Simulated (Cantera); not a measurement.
An isothermal, constant-pressure homogeneous reactor starts with 0.101 % CO, 8.33 % O₂, 0.0275 % H₂O, 91.5 % N₂, equivalence ratio 0.0060, at 1350 K and 3.60 bar.

Model: GRI-Mech 3.0 (53 species, 325 reactions), integrated in Cantera.

x: mole fraction; the columns are a selection and need not sum to one.

```tsv
t (s)	x CO	x O₂	x H₂O	x H₂O₂	x OH
3.00e-5	0.00101	0.0833	0.000275	<1e-12	7.05e-11
0.000225	0.00101	0.0833	0.000275	<1e-12	…
0.00169	0.00101	0.0833	0.000274	1.74e-11	1.75e-7
0.0127	…	0.0831	0.000271	…	…
0.0949	2.13e-5	0.0828	0.000274	2.18e-10	2.31e-6
0.711	4.12e-8	0.0828	0.000274	1.37e-11	5.95e-7
5.33	7.44e-10	0.0828	0.000274	1.19e-11	5.54e-7
40.0	7.44e-10	0.0828	0.000274	1.19e-11	5.54e-7
300	7.44e-10	0.0828	0.000274	1.19e-11	5.54e-7
```

Problem. What belongs in the gaps?

Solution. 
- 0.000225, x OH: 2.27e-9
- 0.0127, x CO: 0.000504
- 0.0127, x H₂O₂: 2.64e-9
- 0.0127, x OH: 6.42e-6
